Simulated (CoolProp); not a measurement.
Model: reference Helmholtz-energy equation of state, Leachman 2009, in CoolProp.

Problem. Give the vapour pressure (bar), liquid density (kg/m³), enthalpy of vaporisation (kJ/kg), vapour Z of saturated normal hydrogen at 29.2 K.

Solution. 
| T (K) | p (bar) | liquid density (kg/m³) | enthalpy of vaporisation (kJ/kg) | vapour Z |
|---|---|---|---|---|
| 29.2 | 7.05 | 56.6 | 326 | 0.658 |
